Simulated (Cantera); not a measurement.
Cantera run, input and output.

```python
import numpy as np
import cantera as ct

gas = ct.Solution("gri30.yaml")
gas.TPX = 1023, 30000, {'CO': 0.0013, 'O2': 0.024, 'H2O': 0.01, 'N2': 1}
reactor = ct.IdealGasConstPressureReactor(gas, energy="off", clone=False)
net = ct.ReactorNet([reactor])
net.rtol, net.atol = 1e-08, 1e-18
show = ['CO', 'O2', 'H2O', 'H2', 'NO', 'NO2', 'N2O']
times = np.geomspace(2e-05, 100, 14)

steps = ct.SolutionArray(gas, extra=["t"])
rows = []
print(f"{'t/s':>10s}{'T/K':>9s}{'P/Pa':>11s}" + "".join(f"{s:>11s}" for s in show))
for t in times:
    while net.time < t:
        t_next = net.step()
        steps.append(gas.state, t=t_next)
    rows.append([np.interp(t, steps.t, y) for y in (steps.T, steps.P, *steps(*show).X.T)])
    print(f"{t:10.3e}{rows[-1][0]:9.1f}{rows[-1][1]:11.4g}" + "".join(f"{x:11.3e}" for x in rows[-1][2:]))
rate = np.gradient(steps.T, steps.t)
print("integrator steps:", len(steps.t))
if steps.T.max() > steps.T[0] + 200:
    print(f"time of steepest temperature rise: {steps.t[rate.argmax()]:.4e} s")
gas.TPX = 1023, 30000, {'CO': 0.0013, 'O2': 0.024, 'H2O': 0.01, 'N2': 1}
gas.equilibrate("TP")
print(f"equilibrium (TP): T = {gas.T:.1f} K  " + "  ".join(f"{s} {gas[s].X[0]:.3e}" for s in show))
```

It prints:

```
       t/s      T/K       P/Pa         CO         O2        H2O         H2         NO        NO2        N2O
 2.000e-05   1023.0      3e+04  1.256e-03  2.318e-02  9.659e-03  4.634e-20  1.084e-25  1.052e-35  8.154e-20
 6.551e-05   1023.0      3e+04  1.256e-03  2.318e-02  9.659e-03  1.349e-18  1.294e-24  3.153e-34  6.147e-19
 2.146e-04   1023.0      3e+04  1.256e-03  2.318e-02  9.659e-03  6.111e-17  1.676e-23  1.366e-32  5.822e-18
 7.030e-04   1023.0      3e+04  1.256e-03  2.318e-02  9.659e-03  2.851e-15  1.928e-22  5.777e-31  5.876e-17
 2.303e-03   1023.0      3e+04  1.256e-03  2.318e-02  9.659e-03  1.113e-13  2.105e-21  3.638e-29  6.138e-16
 7.543e-03   1023.0      3e+04  1.256e-03  2.318e-02  9.659e-03  3.867e-12  2.974e-20  1.708e-26  8.489e-15
 2.471e-02   1023.0      3e+04  1.256e-03  2.318e-02  9.659e-03  5.185e-10  5.088e-18  5.229e-22  8.156e-13
 8.094e-02   1023.0      3e+04  9.759e-04  2.303e-02  9.642e-03  9.478e-06  1.327e-10  1.200e-12  8.001e-09
 2.651e-01   1023.0      3e+04  2.321e-04  2.268e-02  9.657e-03  2.773e-06  5.420e-10  1.367e-11  3.646e-08
 8.685e-01   1023.0      3e+04  2.762e-05  2.258e-02  9.663e-03  2.593e-07  6.524e-10  3.781e-11  5.126e-08
 2.845e+00   1023.0      3e+04  2.097e-06  2.257e-02  9.665e-03  1.936e-08  6.978e-10  3.726e-11  5.582e-08
 9.319e+00   1023.0      3e+04  1.295e-07  2.257e-02  9.665e-03  1.564e-09  7.320e-10  1.638e-11  5.650e-08
 3.053e+01   1023.0      3e+04  5.096e-09  2.257e-02  9.665e-03  1.681e-10  7.477e-10  5.656e-12  5.481e-08
 1.000e+02   1023.0      3e+04  4.864e-11  2.257e-02  9.665e-03  4.079e-11  7.521e-10  4.178e-12  4.850e-08
integrator steps: 1378
equilibrium (TP): T = 1023.0 K  CO 2.010e-12  O2 2.256e-02  H2O 9.665e-03  H2 2.021e-11  NO 1.462e-05  NO2 1.204e-07  N2O 7.125e-10
```

Detailed kinetics in Cantera: GRI-Mech 3.0 (53 species, 325 reactions).
